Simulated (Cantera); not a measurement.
A closed system holds: 1 mol CaCO₃, 0.27 mol CO₂, 0.063 mol O₂, at 2.10 mbar.

These are equilibrium values from Cantera (NASA tables, ideal gas, pure condensed phases), not measurements of a reactor. Candidate condensed phases: C, Ca, CaCO₃, CaO; 15 gas species. Equilibrium is a limit: real reactors are often held back by kinetics, nucleation or transport.

log p: log10 of the partial pressure in bar; n: condensed amount in mol.

| T (K) | log p CO₂ | log p CO | log p O₂ | log p O | log p Ca | log p CaO | n CaO(s) |
|---|---|---|---|---|---|---|---|
| 1575 | -2.70 | -5.55 | -4.00 | -6.97 | -14.06 | -13.66 | 1.00 |
| 1625 | -2.70 | (withheld) | -3.99 | (withheld) | (withheld) | (withheld) | 1.00 |
| 1675 | -2.70 | -5.00 | -3.98 | -6.46 | -12.50 | -12.36 | 1.00 |
| 1725 | -2.70 | -4.76 | -3.97 | -6.22 | -11.79 | -11.76 | 1.00 |
| 1775 | -2.71 | -4.53 | -3.95 | -5.99 | -11.13 | -11.20 | 1.00 |
| 1825 | -2.71 | -4.33 | -3.92 | -5.77 | -10.51 | -10.67 | 1.00 |
| 1875 | -2.72 | -4.15 | -3.88 | -5.56 | -9.92 | -10.17 | 1.00 |
| 1925 | -2.73 | -3.98 | -3.83 | -5.35 | -9.38 | -9.70 | 1.00 |
| 1975 | -2.75 | -3.83 | -3.78 | -5.15 | -8.86 | -9.25 | 1.000 |
| 2025 | -2.77 | -3.70 | -3.72 | -4.95 | -8.38 | -8.82 | 1.000 |
| 2075 | -2.80 | (withheld) | (withheld) | (withheld) | (withheld) | (withheld) | 1.000 |
| 2125 | -2.83 | -3.47 | -3.61 | -4.59 | -7.48 | -8.03 | 1.000 |

### Question
Some entries are withheld; supply them.

### Answer

- 1625, log p CO: -5.26
- 1625, log p O: -6.71
- 1625, log p Ca: -13.26
- 1625, log p CaO: -12.99
- 2075, log p CO: -3.58
- 2075, log p O₂: -3.67
- 2075, log p O: -4.77
- 2075, log p Ca: -7.92
- 2075, log p CaO: -8.41
